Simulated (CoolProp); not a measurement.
A single-stage vapour-compression cycle with tetrahydrofuran: evaporating at 301.15 K (dew point), condensing at 334.15 K (bubble point), superheat 2 K, subcooling 0 K, compressor efficiency 0.65, no pressure losses. Each further row changes one setting.

Model: reference Helmholtz-energy equation of state, Fiedler 2023, in CoolProp.

| case | cooling COP | pressure ratio | discharge temperature (K) | refrigerating effect (kJ/kg) | volumetric capacity (kJ/m³) |
|---|---|---|---|---|---|
| as stated | 5.46 | 3.50 | 363.0 | 386 | 275 |
| evaporating temperature 306.15 K | 6.63 | 2.83 | 358.2 | 392 | 339 |
| condensing temperature 329.15 K | 6.52 | 2.95 | 355.1 | 396 | 282 |
| subcooling 5 K | [?] | 3.50 | 363.0 | 396 | 282 |
| superheat 12 K | [?] | 3.50 | 372.8 | 397 | 274 |
| compressor efficiency 0.55 | 4.62 | 3.50 | [?] | 386 | 275 |

Q: Fill in the missing entries.

A: 
- subcooling 5 K, cooling COP: 5.59
- superheat 12 K, cooling COP: 5.44
- compressor efficiency 0.55, discharge temperature (K): 372.5
